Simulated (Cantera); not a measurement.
Feed: 1 mol SiF4, 0.89 mol NO, 0.43 mol H2, 1 mol N2O, equilibrated at 1823 K and 5.80 mbar.

Cantera equilibrium calculation (NASA polynomials, part measured and part estimated; ideal gas, pure solids and liquids). Candidate condensed phases: H2O, Si, SiO2, Si2N2O, Si3N4; 58 gas species. The tables' values for SiF3 are old estimates; treat these amounts as uncertain. The tables hold silica as quartz up to 1696 K and as liquid above; real silica turns to tridymite and cristobalite and melts near 1996 K. Kinetics and transport are ignored.

Base state: N2 0.377, HF 0.223, SiF4 0.206, O2 0.189, NO 0.00295, H2O 0.000901, O 0.000861, OH 0.000265 (mole fractions); condensed: SiO2(condensed).

Question: What changes in the equilibrium state with this change: pressure from 5.80 mbar to 0.100 bar?

Answer: 
```csv
species,before,after
N2,0.377,0.377
HF,0.223,0.218
SiF4,0.206,0.208
H2O,0.000901,0.00356
O2,0.189,0.190
O,0.000861,0.000208
F,0.000176,4.26e-5
SiF3,0.000179,4.34e-5
OH,0.000265,0.000259
"SiO2(condensed), mol",0.213,0.208
```

Question: What changes in the equilibrium state with this change: temperature from 1823 K to 1650 K?

Answer: 
```csv
species,before,after
N2,0.377,0.378
HF,0.223,0.222
SiF4,0.206,0.206
NO,0.00295,0.00157
O2,0.189,0.190
SiF3,0.000179,1.66e-5
F,0.000176,2.83e-5
O,0.000861,0.000148
OH,0.000265,0.000105
H2O,0.000901,0.00134
"SiO2(condensed), mol",0.213,0
"SiO2(β-quartz), mol",0,0.212
```
